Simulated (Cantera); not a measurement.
**Diamond growth**

A diamond (100) surface in a fixed gas of H2 with x(CH4) = 0.0037, x(CH3) = 4.9e-05, at 1325 K, 2900 Pa; coverages are run to steady state.

Model: the Harris–Goodwin 1993 mechanism for the reconstructed diamond (100) surface, integrated in Cantera.

```
x(H)     growth (µm/h)  θ c6HH  θ c6H*  θ c6*H   θ c6**
-------  -------------  ------  ------  ------  -------
0.0001         0.00342   0.674  0.0286   0.293  0.00386
0.00024         0.0183   0.546  0.0393   0.403   0.0107
0.00059         0.0634   0.454  0.0465   0.477   0.0223
0.0014           0.135   0.405  0.0498   0.511   0.0343
0.0034           0.213   0.380  0.0512   0.525   0.0435
0.0083           0.297   0.369  0.0518   0.531   0.0486
0.02             0.417   0.364  0.0521   0.533   0.0510
0.049            0.635   0.362  0.0523   0.533   0.0521
0.12             0.987   0.361  0.0528   0.533   0.0527
```
θ: site fractions in the mechanism's names (c6HH fully hydrogenated, c6H* and c6*H radical sites, c6** diradical, c6HM methylated).
